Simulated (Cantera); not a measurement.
An adiabatic, constant-volume homogeneous reactor starts with 4.91 % CO, 2.50 % H2, 7.56 % O2, 83.0 % N2, 2.01 % CO2, at 1700 K and 4.93 atm.

Cantera simulation using GRI-Mech 3.0 (53 species, 325 reactions); the numbers are that mechanism's predictions, not measurements. The hydrogen kinetics of GRI-Mech 3.0 are dated; newer H2 mechanisms differ, most at raised pressure.

**Question.** Predict: time of steepest temperature rise; temperature at 0.300 s; equilibrium temperature; x(CO) at 0.300 s; x(H2) at 0.300 s; x(O2) at 0.300 s; x(HO2) at 0.300 s; x(H) at 0.300 s.

**Answer.** 
- time of steepest temperature rise: 6.21 µs
- temperature at 0.300 s: 2324 K
- equilibrium temperature: 2324 K
- x(CO) at 0.300 s: 0.00192 (gas-phase equilibrium 0.00192)
- x(H2) at 0.300 s: 0.000121 (gas-phase equilibrium 0.000121)
- x(O2) at 0.300 s: 0.0368 (gas-phase equilibrium 0.0368)
- x(HO2) at 0.300 s: 1.90e-6 (gas-phase equilibrium 1.90e-6)
- x(H) at 0.300 s: 4.73e-5 (gas-phase equilibrium 4.73e-5)
